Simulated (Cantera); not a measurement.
A perfectly stirred reactor is fed with 4.00 % NH₃, 96.0 % H₂, at 0.0370 bar; it is held at 1850 K, and followed from long to short residence time.

Computed with Cantera and the gas-phase N/H chemistry of the illustrative SiF4/NH3 mechanism in the Surface Chemkin manual (1991). Walls and surfaces, which speed up NH3 decomposition in real reactors, are not modelled.

Q: Predict: x(NH₃) at τ = 0.750 s; x(H₂) at τ = 0.750 s; x(H) at τ = 0.750 s; x(NH₂) at τ = 0.750 s; x(NH₃) at τ = 34.0 ms; x(H₂) at τ = 34.0 ms; x(H) at τ = 34.0 ms; x(NH₂) at τ = 34.0 ms.

A: 
- x(NH₃) at τ = 0.750 s: 0.0358
- x(H₂) at τ = 0.750 s: 0.961
- x(H) at τ = 0.750 s: 0.000676
- x(NH₂) at τ = 0.750 s: 6.89e-5
- x(NH₃) at τ = 34.0 ms: 0.0400
- x(H₂) at τ = 34.0 ms: 0.960
- x(H) at τ = 34.0 ms: 0.000186
- x(NH₂) at τ = 34.0 ms: 2.12e-5
